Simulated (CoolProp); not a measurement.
R21 along the isobar 27.5 MPa: density (kg/m³) from the reference equation and from simpler models built on Tc = 179.6 °C, pc = 5.289 MPa, ω = 0.206; each cubic takes its own stable root.

Computed with CoolProp (reference Helmholtz-energy equation of state, Platzer 1990). This equation is an older, rougher fit; its heat capacities, sound speeds and derivatives of the liquid may be far off and weren't checked against measurements.

```
T (°C)          phase  reference  Redlich-Kwong  Peng-Robinson
------  -------------  ---------  -------------  -------------
-28.05         liquid       1527           1419           1610
0.45           liquid       1474           1373           1563
28.95          liquid       1419           1325           1512
57.45          liquid       1362           1275           1455
85.95          liquid       1303           1221           1393
114.35         liquid       1241           1166           1325
142.85         liquid       1177           1108           1251
171.35         liquid       1109           1048           1171
199.85  supercritical       1039          986.6           1087
```
